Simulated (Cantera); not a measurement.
A closed system holds: 1 mol Fe3O4, 2400 mol H2, held at 1725 °C and 1 atm.

These are equilibrium values from Cantera (NASA tables, ideal gas, pure condensed phases), not measurements of a reactor. Candidate condensed phases: Fe, FeO, Fe(OH)2, Fe(OH)3, Fe2O3, Fe3O4, H2O; 12 gas species. Rates play no part.

Base state: H2 0.996, H2O 0.00166, H 0.00159, Fe 0.000352 (mole fractions); condensed: Fe(l).

Task: What changes in the equilibrium state with this change: temperature from 1725 °C to 1677 °C?

Result: 
| species | before | after |
|---|---|---|
| H2 | 0.996 | 0.997 |
| H2O | 0.00166 | 0.00167 |
| H | 0.00159 | 0.00114 |
| Fe | 0.000352 | 0.000202 |
| Fe(l), mol | 2.15 | 2.51 |
